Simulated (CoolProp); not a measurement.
Aqueous lithium chloride as a coolant, 9 % by mass, freezing at -10.6 °C, 1 atm.

The numbers come from the Melinder's fits for secondary coolants in CoolProp.

```
T (°C)  Prandtl number  conductivity (W/(m K))  cp (kJ/(kg K))  viscosity (mPa s)
------  --------------  ----------------------  --------------  -----------------
-4.5              18.5                   0.538           3.682               2.70
2.5               14.5                   0.549           3.691               2.15
9.5               11.7                   0.560           3.701               1.76
16.5              9.62                     [?]             [?]               1.48
23.5              8.06                   0.581           3.723               1.26
30.5              6.84                   0.592           3.734                [?]
37.5              5.84                   0.602             [?]              0.938
```

### Question
Some entries are withheld; supply them.

### Answer

- 16.5, conductivity (W/(m K)): 0.570
- 16.5, cp (kJ/(kg K)): 3.712
- 30.5, viscosity (mPa s): 1.08
- 37.5, cp (kJ/(kg K)): 3.745
